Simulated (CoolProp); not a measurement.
Vapour-liquid equilibrium of propane (1) + R114 (2) at 330 K; x and y are mole fractions of (1).

Values from CoolProp's multi-fluid Helmholtz-energy mixture model, Lemmon 2009 and Platzer 1990; pair parameters Bell 2016. This equation is an older, rougher fit; its heat capacities, sound speeds and derivatives of the liquid may be far off and weren't checked against measurements.

```json
[
 {"x": "0.05", "bubble pressure, mixture model (bar)": "6.242", "bubble pressure, Raoult's law (bar)": "6.074", "y, mixture model": "0.164", "y, Raoult's law": "0.163"},
 {"x": "0.125", "bubble pressure, mixture model (bar)": "7.515", "bubble pressure, Raoult's law (bar)": "7.160", "y, mixture model": "0.334", "y, Raoult's law": "0.346"},
 {"x": "0.2", "bubble pressure, mixture model (bar)": "8.715", "bubble pressure, Raoult's law (bar)": "8.246", "y, mixture model": "0.454", "y, Raoult's law": "0.481"},
 {"x": "0.275", "bubble pressure, mixture model (bar)": "9.855", "bubble pressure, Raoult's law (bar)": "9.332", "y, mixture model": "0.543", "y, Raoult's law": "0.584"},
 {"x": "0.35", "bubble pressure, mixture model (bar)": "10.94", "bubble pressure, Raoult's law (bar)": "10.42", "y, mixture model": "0.615", "y, Raoult's law": "0.666"},
 {"x": "0.425", "bubble pressure, mixture model (bar)": "11.99", "bubble pressure, Raoult's law (bar)": "11.50", "y, mixture model": "?", "y, Raoult's law": "0.733"},
 {"x": "0.5", "bubble pressure, mixture model (bar)": "?", "bubble pressure, Raoult's law (bar)": "12.59", "y, mixture model": "0.725", "y, Raoult's law": "0.788"},
 {"x": "0.575", "bubble pressure, mixture model (bar)": "14.02", "bubble pressure, Raoult's law (bar)": "13.68", "y, mixture model": "0.772", "y, Raoult's law": "0.834"},
 {"x": "0.65", "bubble pressure, mixture model (bar)": "15.02", "bubble pressure, Raoult's law (bar)": "14.76", "y, mixture model": "0.814", "y, Raoult's law": "0.873"},
 {"x": "0.725", "bubble pressure, mixture model (bar)": "16.02", "bubble pressure, Raoult's law (bar)": "15.85", "y, mixture model": "0.855", "y, Raoult's law": "0.907"},
 {"x": "0.8", "bubble pressure, mixture model (bar)": "?", "bubble pressure, Raoult's law (bar)": "16.93", "y, mixture model": "0.894", "y, Raoult's law": "0.937"},
 {"x": "0.875", "bubble pressure, mixture model (bar)": "18.06", "bubble pressure, Raoult's law (bar)": "18.02", "y, mixture model": "0.933", "y, Raoult's law": "0.963"},
 {"x": "0.95", "bubble pressure, mixture model (bar)": "19.11", "bubble pressure, Raoult's law (bar)": "19.10", "y, mixture model": "0.973", "y, Raoult's law": "0.986"}
]
```

Fill in the missing entries.


- 0.425, y, mixture model: 0.674
- 0.5, bubble pressure, mixture model (bar): 13.02
- 0.8, bubble pressure, mixture model (bar): 17.03

The largest gap from Raoult's law is +5.7 % in bubble pressure, at x = 0.2. No azeotrope shows between x = 0.05 and 0.95.

The pair parameters rest on a limited set of measurements; away from them the model extrapolates.
